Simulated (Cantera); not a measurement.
A Cantera script and its output.

```python
import numpy as np
import cantera as ct

gas = ct.Solution("h2o2.yaml")


def delay(T, t_max=10):
    gas.TPX = T, 3300000, {'H2': 1, 'O2': 0.385, 'N2': 1.04}
    reactor = ct.IdealGasConstPressureReactor(gas, clone=False)
    net = ct.ReactorNet([reactor])
    net.rtol, net.atol = 1e-8, 1e-16
    while net.time < t_max:
        t_old, T_old = net.time, reactor.T
        net.step()
        if reactor.T > T + 400:  # ignition: a rise of 400 K
            return t_old + (T + 400 - T_old) / (reactor.T - T_old) * (net.time - t_old)
    return np.nan


taus = []
for T in [1200, 1275, 1350, 1425, 1500, 1575, 1650]:
    taus.append(delay(T))
    print(f"T0 = {T:6g} K   tau = {taus[-1]:.4e} s")

# d ln(tau) / d ln(k), from doubling and halving each rate constant
T, sens = 1275, []
for i in range(gas.n_reactions):
    gas.set_multiplier(2.0, i)
    up = delay(T)
    gas.set_multiplier(0.5, i)
    down = delay(T)
    gas.set_multiplier(1.0, i)
    sens.append((np.log(up / down) / np.log(4.0), gas.reaction(i).equation))
sens.sort(key=lambda x: -abs(x[0]))
print(f"sensitivities at {T} K")
for s, eq in sens[:10]:
    print(f"{s:8.3f}  {eq}")
```

Result:

```
T0 =   1200 K   tau = 8.8205e-05 s
T0 =   1275 K   tau = 2.6018e-05 s
T0 =   1350 K   tau = 7.4525e-06 s
T0 =   1425 K   tau = 1.9491e-06 s
T0 =   1500 K   tau = 6.9706e-07 s
T0 =   1575 K   tau = 3.9607e-07 s
T0 =   1650 K   tau = 2.7339e-07 s
sensitivities at 1275 K
  -1.053  H + O2 <=> O + OH
  -0.474  H + H2O2 <=> H2 + HO2
   0.432  H + O2 + M <=> HO2 + M
  -0.391  2 OH (+M) <=> H2O2 (+M)
   0.273  H + O2 + N2 <=> HO2 + N2
  -0.129  H + HO2 <=> 2 OH
   0.085  H + O2 + O2 <=> HO2 + O2
  -0.045  H2 + OH <=> H + H2O
   0.044  2 HO2 <=> H2O2 + O2
   0.028  H + O2 + H2O <=> HO2 + H2O
```

Model: the H2/O2 subset of GRI-Mech 3.0, which has no nitrogen chemistry, integrated in Cantera. The hydrogen kinetics of GRI-Mech 3.0 are dated; newer H2 mechanisms differ, most at raised pressure. The pressure lies above the range GRI-Mech 3.0 was tuned for (to about 10 atm).
